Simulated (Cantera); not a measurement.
Charge: 1 mol TiCl4, 0.6 mol H2O, equilibrated at 77.0 mbar.

These are equilibrium values from Cantera (NASA tables, ideal gas, pure condensed phases), not measurements of a reactor. Candidate condensed phases: H2O, Ti, TiCl2, TiCl3, TiCl4, TiO, TiO2, Ti2O3, Ti3O5, Ti4O7; 23 gas species. The tables' values for TiCl2 are old estimates; treat these amounts as uncertain. Condensed phases not in the tables: TiOCl. Kinetics and transport are ignored.

x: gas mole fraction; n: condensed amount in mol.

| T (K) | x HCl | x TiCl4 | x TiCl3 | x Cl | x Cl2 | n TiO2(rutile) |
|---|---|---|---|---|---|---|
| 1075 | 0.631 | 0.368 | 2.75e-5 | 1.37e-5 | 1.18e-5 | 0.300 |
| 1125 | 0.631 | 0.368 | 6.18e-5 | 3.39e-5 | 2.10e-5 | 0.300 |
| 1175 | 0.631 | 0.368 | (withheld) | (withheld) | (withheld) | 0.300 |
| 1225 | 0.631 | 0.368 | (withheld) | (withheld) | (withheld) | 0.300 |
| 1275 | 0.631 | 0.368 | 0.000481 | 0.000337 | 8.98e-5 | 0.300 |
| 1325 | 0.631 | 0.367 | 0.000864 | 0.000644 | 0.000134 | 0.300 |
| 1375 | 0.630 | 0.367 | 0.00149 | 0.00117 | 0.000192 | 0.300 |
| 1425 | 0.630 | 0.365 | 0.00248 | 0.00202 | 0.000267 | 0.300 |
| 1475 | 0.629 | 0.363 | 0.00398 | 0.00337 | 0.000360 | 0.300 |
| 1525 | 0.628 | 0.360 | 0.00621 | 0.00540 | 0.000472 | 0.300 |
| 1575 | 0.626 | 0.356 | 0.00942 | 0.00837 | 0.000604 | 0.300 |
| 1625 | 0.623 | 0.350 | 0.0139 | 0.0126 | 0.000754 | 0.300 |
| 1675 | 0.619 | 0.341 | 0.0199 | 0.0184 | 0.000919 | 0.299 |
| 1725 | 0.614 | 0.330 | 0.0279 | 0.0261 | 0.00109 | 0.299 |

### Question
What belongs in the gaps?

### Answer

- 1175, x TiCl3: 0.000130
- 1175, x Cl: 7.79e-5
- 1175, x Cl2: 3.57e-5
- 1225, x TiCl3: 0.000256
- 1225, x Cl: 0.000167
- 1225, x Cl2: 5.79e-5
